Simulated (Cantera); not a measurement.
Input: 1 mol Pb, 2 mol CO, 72 mol N2, held at 2.50 bar.

Equilibrium computed with Cantera from the NASA thermochemical tables; the gas is ideal and each condensed phase is pure. Candidate condensed phases: C, Pb, PbO, PbO2, Pb3O4; 27 gas species. Rates play no part.

x: gas mole fraction; n: condensed amount in mol.

```tsv
T (K)	x N2	x CO	x Pb	x Pb2	n C(graphite)	n Pb(l)
1348	0.971	0.0270	0.00191	2.71e-7	0.000402	0.858
1373	0.970	0.0269	(withheld)	(withheld)	(withheld)	0.810
1398	0.970	0.0269	(withheld)	(withheld)	(withheld)	(withheld)
1423	0.969	0.0269	0.00448	1.12e-6	0	0.667
1448	0.967	0.0269	0.00584	1.73e-6	0	0.565
1473	0.966	0.0268	0.00753	2.65e-6	0	0.438
1498	0.964	0.0268	0.00963	3.99e-6	0	0.280
1523	0.961	0.0267	0.0122	5.91e-6	0	0.0836
1548	0.960	0.0267	0.0133	6.50e-6	0	0
```

Q: Complete the blanks.

A: 
- 1398, x Pb: 0.00341
- 1398, x Pb2: 7.10e-7
- 1398, n C(graphite): 0.000236
- 1398, n Pb(l): 0.747
- 1373, x Pb: 0.00257
- 1373, x Pb2: 4.42e-7
- 1373, n C(graphite): 0.000306
